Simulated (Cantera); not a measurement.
Feed: 1 mol Fe2O3, 4.3 mol HCl, 0.27 mol O2, at 1.90 Pa.

These are equilibrium values from Cantera (NASA tables, ideal gas, pure condensed phases), not measurements of a reactor. Candidate condensed phases: Fe, FeCl2, FeCl3, FeO, Fe(OH)2, Fe(OH)3, Fe2O3, Fe3O4, H2O; 22 gas species. Condensed phases not in the tables: FeOCl. Rates play no part. All values below are at 873 K.

Base state: HCl 0.898, O2 0.0464, H2O 0.0274, Cl2 0.0262, Cl 0.00165, FeCl3 0.000175, FeCl2 0.000127 (mole fractions); condensed: Fe2O3(s).

What changes in the equilibrium state with this change: pressure from 1.90 Pa to 1.33 mbar?


| species | before | after |
|---|---|---|
| HCl | 0.898 | 0.841 |
| H2O | 0.0274 | 0.0649 |
| Cl2 | 0.0262 | 0.0642 |
| O2 | 0.0464 | 0.0288 |
| FeCl3 | 0.000175 | 0.000331 |
| FeCl2 | 0.000127 | 1.84e-5 |
| Cl | 0.00165 | 0.000307 |
| Fe2O3(s), mol | 0.999 | 0.999 |
